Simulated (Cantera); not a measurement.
An adiabatic, constant-volume homogeneous reactor starts with 4.61 % C3H8, 8.76 % O2, 86.6 % N2, equivalence ratio 2.6, at 1300 K and 1.01 bar.

Cantera simulation using GRI-Mech 3.0 (53 species, 325 reactions); the numbers are that mechanism's predictions, not measurements. GRI-Mech 3.0 was tuned for natural gas; its chemistry of propane as a main component is partial and can be far from experiment.

Question: Predict: time of steepest temperature rise; temperature at 1.00 s; equilibrium temperature; x(H2) at 1.00 s; x(NO) at 1.00 s; x(CH4) at 1.00 s; x(O) at 1.00 s.

Answer: 
```
Quantity                                                            Result
---------------------------------  ---------------------------------------
time of steepest temperature rise                                  1.89 ms
temperature at 1.00 s                                               1955 K
equilibrium temperature                                             1955 K
x(H2) at 1.00 s                        0.129 (gas-phase equilibrium 0.129)
x(NO) at 1.00 s                    5.34e-6 (gas-phase equilibrium 4.36e-7)
x(CH4) at 1.00 s                   4.18e-9 (gas-phase equilibrium 2.00e-9)
x(O) at 1.00 s                     1.08e-8 (gas-phase equilibrium 1.08e-8)
```
